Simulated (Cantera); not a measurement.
A perfectly stirred reactor is fed with CH3OH : O2 : N2 = 0.012 : 0.0034 : 1 (molar parts), equivalence ratio 5.3, at 1.00 bar; it is held at 1098 K, and followed from long to short residence time.

Model: GRI-Mech 3.0 (53 species, 325 reactions), integrated in Cantera. GRI-Mech 3.0 was tuned for natural gas; its chemistry of methanol as a main component is partial and can be far from experiment.

Problem. Predict: x(CH3OH) at τ = 4.40 s; x(O2) at τ = 4.40 s; x(CO2) at τ = 4.40 s; x(H2O) at τ = 4.40 s; x(CH3OH) at τ = 58.0 ms; x(O2) at τ = 58.0 ms; x(CO2) at τ = 58.0 ms; x(H2O) at τ = 58.0 ms.

Solution. 
```json
{
 "x(CH3OH) at τ = 4.40 s": "1.22e-5",
 "x(O2) at τ = 4.40 s": "9.00e-5",
 "x(CO2) at τ = 4.40 s": "0.00105",
 "x(H2O) at τ = 4.40 s": "0.00541",
 "x(CH3OH) at τ = 58.0 ms": "0.00253",
 "x(O2) at τ = 58.0 ms": "0.000570",
 "x(CO2) at τ = 58.0 ms": "0.000529",
 "x(H2O) at τ = 58.0 ms": "0.00483"
}
```
